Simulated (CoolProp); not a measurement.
A single-stage vapour-compression cycle with hydrogen chloride: evaporating at 240.15 K (dew point), condensing at 282.15 K (bubble point), superheat 8 K, subcooling 0 K, compressor efficiency 0.65, no pressure losses. Each further row changes one setting.

Model: reference Helmholtz-energy equation of state, Thol 2018, in CoolProp.

| case | cooling COP | pressure ratio | discharge temperature (K) | refrigerating effect (kJ/kg) | volumetric capacity (kJ/m³) |
|---|---|---|---|---|---|
| as stated | 2.78 | 3.33 | 387.6 | 304 | 5940 |
| evaporating temperature 245.15 K | 3.29 | ___ | 371.1 | ___ | ___ |
| condensing temperature 277.15 K | 3.26 | 2.94 | ___ | 315 | 6150 |
| subcooling 5 K | 2.87 | 3.33 | 387.6 | 315 | 6150 |
| superheat 18 K | ___ | 3.33 | 406.4 | 315 | 5800 |
| compressor efficiency 0.55 | 2.35 | 3.33 | 409.2 | 304 | 5940 |

Task: Fill in the missing entries.

Result: 
- evaporating temperature 245.15 K, pressure ratio: 2.83
- evaporating temperature 245.15 K, refrigerating effect (kJ/kg): 305
- evaporating temperature 245.15 K, volumetric capacity (kJ/m³): 6990
- condensing temperature 277.15 K, discharge temperature (K): 370.3
- superheat 18 K, cooling COP: 2.71
